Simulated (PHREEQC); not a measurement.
0.15 g of hydrous ferric oxide (600 m²/g; 0.2 weak and 0.005 strong sites per Fe, Dzombak-Morel constants, diffuse double layer) in 1 kg of water with 0.001 mol/kgw of an inert sodium salt and 2.8e-05 mol CuCl2, at 25 °C; the pH is set by adding NaOH or the inert anion's acid. Oxygen alone is held at its pressure in air (log pO2 = -0.68). No CO2 enters from the air. Precipitation was switched off in this run.

Base run: PHREEQC, ion-association model, wateq4f.dat. Each further column changes one thing. The table gives surface charge σ (C/m²).

| pH | base | background salt from 0.001 to 0.0001 mol/kgw | oxide from 0.15 to 0.75 g/kgw | 6.9e-05 mol/kgw PbCl2 added |
|---|---|---|---|---|
| 3 | 0.256 | 0.230 | 0.266 | 0.261 |
| 4.5 | 0.081 | 0.045 | 0.084 | 0.087 |
| 5.5 | 0.035 | 0.015 | 0.033 | 0.041 |
| 7 | 0.007 | 0.003 | 0.006 | 0.014 |
| 8.5 | -0.001 | 0.000 | -0.002 | 0.001 |
| 9.5 | -0.007 | -0.003 | -0.008 | -0.004 |
| 11 | -0.047 | -0.038 | -0.054 | -0.029 |

The database's constant for dissolved Cu(OH)2 is higher than later reviews accept. The oxide is taken as insoluble; below pH 4 it would dissolve.
